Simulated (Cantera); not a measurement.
Charge: 1 mol SiCl4, 0.66 mol Cl2, 0.53 mol H2, at 1675 K and 52000 Pa.

Equilibrium computed with Cantera from the NASA thermochemical tables; the gas is ideal and each condensed phase is pure. The tables' values for SiCl3 are old estimates; treat these amounts as uncertain. The numbers say what is thermodynamically allowed, not how fast it happens.

```json
[
 {"species": "H2", "before": "1.79e-6", "after": "0.751"},
 {"species": "HCl", "before": "0.473", "after": "0.188"},
 {"species": "SiCl2", "before": "3.97e-6", "after": "0.0496"},
 {"species": "SiCl4", "before": "0.445", "after": "0.00210"},
 {"species": "Cl2", "before": "0.0363", "after": "1.37e-8"},
 {"species": "Cl", "before": "0.0444", "after": "2.73e-5"},
 {"species": "SiH2Cl2", "before": "<1e-9", "after": "0.000188"},
 {"species": "SiHCl3", "before": "3.05e-7", "after": "0.00151"},
 {"species": "H", "before": "2.16e-7", "after": "0.000140"},
 {"species": "SiCl3", "before": "0.000922", "after": "0.00707"}
]
```
Gas species are given as mole fractions.

Which change was made?
A. temperature from 1675 K to 748 K
B. H2 from 0.53 to 14 mol
C. temperature from 1675 K to 648.15 K
D. pressure from 52000 Pa to 10000 Pa

B, H2 from 0.53 to 14 mol
